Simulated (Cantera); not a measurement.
Input: 1 mol Si, 0.0034 mol H2O, 7.1 mol N2, equilibrated at 1727 °C and 1.33 mbar.

Cantera equilibrium calculation (NASA polynomials, part measured and part estimated; ideal gas, pure solids and liquids). Candidate condensed phases: H2O, Si, SiO2, Si2N2O, Si3N4; 35 gas species. The tables' values for SiN are old estimates; treat these amounts as uncertain. Rates play no part.

Base state: N2 0.965, Si 0.0327, H 0.000578, SiO 0.000462, Si2N 0.000400, Si2 0.000339, SiN 0.000305, H2 0.000168 (mole fractions); condensed: Si(l).

**Question.** What changes in the equilibrium state with this change: Si replaced by SiC?

**Answer.** 
```csv
species,before,after
N2,0.965,0.997
Si,0.0327,0.00179
H,0.000578,0.000512
CO,0,0.000473
HCN,0,0.000169
SiC2,0,7.41e-5
Si2C,0,4.91e-5
CN,0,1.54e-5
"Si(l), mol",0.742,0
"C(graphite), mol",0,0.00799
"SiC(s), mol",0,0.986
```
Further candidate phases: C, C6H6, C7H8, C8H18, SiC.

**Question.** What changes in the equilibrium state with this change: temperature from 1727 °C to 800 °C?

**Answer.** 
```json
[
 {"species": "N2", "before": "0.965", "after": "0.999"},
 {"species": "H2", "before": "0.000168", "after": "0.000528"},
 {"species": "H", "before": "0.000578", "after": "8.82e-9"},
 {"species": "Si", "before": "0.0327", "after": "<1e-9"},
 {"species": "SiO", "before": "0.000462", "after": "<1e-9"},
 {"species": "Si2N", "before": "0.000400", "after": "<1e-9"},
 {"species": "Si2", "before": "0.000339", "after": "<1e-9"},
 {"species": "SiN", "before": "0.000305", "after": "<1e-9"},
 {"species": "Si3", "before": "7.26e-5", "after": "<1e-9"},
 {"species": "Si(l), mol", "before": "0.742", "after": "0"},
 {"species": "Si2N2O(s), mol", "before": "0", "after": "0.00340"},
 {"species": "Si3N4(s), mol", "before": "0", "after": "0.331"}
]
```
N2 is the only nitrogen source here; it is nearly inert below about 1500 K, so the nitride shown seldom forms there in practice. Mutual solubility and eutectic melting of coexisting phases are not modelled.
